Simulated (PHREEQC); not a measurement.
A PHREEQC input (ion-association model, phreeqc.dat):

```
SOLUTION 1
  temp 25
  units mg/L
  pH 12.5
  pe 1
  Na 0.00304
  K 0.000184
  Ca 0.094
  Mg 0.00808
  Cl 0.11
  S(6) 0.0397 as SO4
  Alkalinity 0.103 as HCO3
  Zn 0.0041
  Br 0.000252
END
USE solution 1
EQUILIBRIUM_PHASES 1
  CO2(g) -2.5 10
END
```

It stops with these messages:

```
WARNING: Maximum iterations exceeded, 100
WARNING: Maximum iterations exceeded, 100
WARNING: The program has failed to converge to a numerical solution.
ERROR:           Alkalinity has not converged. Total: 1.688905e-06	Calculated: 3.681097e-02	Residual: -3.680928e-02
ERROR: Is non-carbonate alkalinity greater than total alkalinity?
ERROR:                   Br has not converged. Total: 3.155483e-09	Calculated: 3.638997e-09	Residual: -4.835138e-10
ERROR:                   Ca has not converged. Total: 2.346572e-06	Calculated: 2.144997e-06	Residual: 2.015753e-07
ERROR:                   Cl has not converged. Total: 3.104370e-06	Calculated: 3.564902e-06	Residual: -4.605317e-07
ERROR:                    K has not converged. Total: 4.708176e-09	Calculated: 5.410939e-09	Residual: -7.027630e-10
ERROR:                   Mg has not converged. Total: 3.325251e-07	Calculated: 3.209082e-07	Residual: 1.161690e-08
ERROR:                   Na has not converged. Total: 1.323038e-07	Calculated: 1.511518e-07	Residual: -1.884800e-08
ERROR:                 S(6) has not converged. Total: 4.134887e-07	Calculated: 3.669319e-07	Residual: 4.655679e-08
ERROR:                   Zn has not converged. Total: 6.275368e-08	Calculated: 5.866141e-08	Residual: 4.092264e-09
ERROR:                   Mu Ionic strength has not converged. 	Residual: 6.116742e-04
ERROR:               A(H2O) Activity of water has not converged. 	Residual: 6.257108e-04
ERROR: Model failed to converge for initial solution  1.
```

Task: Why does the run stop?

Result: The fault: pH typed as 12.5 with the alkalinity kept. The line should read `pH 6.52` where the input has `pH 12.5`. With the mend the run ends at pH 5.21 and ionic strength 1.49e-5 mol/kgw.
